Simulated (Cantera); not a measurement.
Charge: 1 mol Si, 9.1 mol HCl, 0.32 mol N₂, equilibrated at 1173.15 K and 0.00133 bar.

Method: chemical equilibrium by Gibbs-energy minimisation in Cantera with the NASA 1993 tables (ideal gas, pure condensed phases). The tables' values for SiCl₃ are old estimates; treat these amounts as uncertain. The numbers say what is thermodynamically allowed, not how fast it happens.

| species | before | after |
|---|---|---|
| HCl | 0.616 | 0.721 |
| H₂ | 0.228 | 0.135 |
| SiCl₂ | 0.00347 | 0.0736 |
| SiCl₄ | 0.107 | 0.0167 |
| SiCl₃ | 0.00615 | 0.0183 |
| N₂ | 0.0378 | 0.0348 |
| Cl | 3.65e-6 | 0.000414 |
| H | 1.55e-6 | 9.51e-5 |
| SiHCl₃ | 0.000930 | 0.000269 |
Gas species are given as mole fractions.

**Question.** What was changed between the two runs?
A. 0.22 mol Cl₂ added
B. HCl from 9.1 to 14 mol
C. temperature from 1173.15 K to 1450 K
D. temperature from 1173.15 K to 450 K

**Answer.** C, temperature from 1173.15 K to 1450 K
